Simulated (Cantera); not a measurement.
A closed system holds: 1 mol Si3N4, 0.23 mol H2O, 5.9 mol H2, 1.4 mol N2O, at 0.740 Pa.

These are equilibrium values from Cantera (NASA tables, ideal gas, pure condensed phases), not measurements of a reactor. Candidate condensed phases: H2O, Si, SiO2, Si2N2O, Si3N4; 35 gas species. Mutual solubility and eutectic melting of coexisting phases are not modelled. The tables hold silica as quartz up to 1696 K and as liquid above; real silica turns to tridymite and cristobalite and melts near 1996 K. Kinetics and transport are ignored.

What share of the Si ends up in condensed phases as a function of T (°C), at 777, 852, 927, 1002, 1077, 1152, 1227, 1302, 1377, 1452, 1527, 1602, 1677?


| T (°C) | Si condensed (%) | as |
|---|---|---|
| 777 | 100.0 | SiO2(β-quartz) + Si2N2O(s) |
| 852 | 100.0 | SiO2(β-quartz) + Si2N2O(s) |
| 927 | 99.7 | SiO2(β-quartz) + Si2N2O(s) |
| 1002 | 94.5 | SiO2(β-quartz) + Si2N2O(s) |
| 1077 | 91.3 | Si2N2O(s) |
| 1152 | 72.7 | Si(s) + Si2N2O(s) |
| 1227 | 45.1 | Si(s) |
| 1302 | 42.7 | Si(s) |
| 1377 | 31.3 | Si(s) |
| 1452 | 0.0 | - |
| 1527 | 0.0 | - |
| 1602 | 0.0 | - |
| 1677 | 0.0 | - |
